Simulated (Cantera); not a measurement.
Charge: 1 mol B, 0.62 mol NH₃, 3.4 mol H₂, at 32.0 Pa.

Equilibrium computed with Cantera from the NASA thermochemical tables; the gas is ideal and each condensed phase is pure. Candidate condensed phases: B, BN; 15 gas species. Mutual solubility and eutectic melting of coexisting phases are not modelled. The tables' values for BH₂ are old estimates; treat these amounts as uncertain. Rates play no part.

x: gas mole fraction; n: condensed amount in mol.

```tsv
T (K)	x H₂	x H	x N₂	x B	n B(s)	n BN(s)
1125	1.000	2.48e-6	2.62e-11	<1e-12	0.380	0.620
1225	1.000	?	?	<1e-12	0.380	0.620
1325	1.000	9.14e-5	8.55e-8	1.64e-11	0.380	0.620
1425	1.000	0.000381	2.07e-6	5.75e-10	0.380	0.620
1525	0.999	0.00132	3.28e-5	1.26e-8	0.380	0.620
1625	0.996	0.00394	0.000369	1.88e-7	0.383	0.617
1725	0.986	0.0103	0.00313	2.04e-6	0.407	0.593
1825	0.955	0.0241	0.0210	1.70e-5	0.567	0.432
1925	0.884	0.0503	0.0651	0.000114	0.998	0
2025	0.837	?	0.0635	?	0.995	0
2125	0.759	0.177	0.0607	0.00295	0.981	0
```

Question: Some entries are withheld; supply them.

Answer: 
- 2025, x H: 0.0984
- 2025, x B: 0.000628
- 1225, x H: 1.74e-5
- 1225, x N₂: 2.09e-9
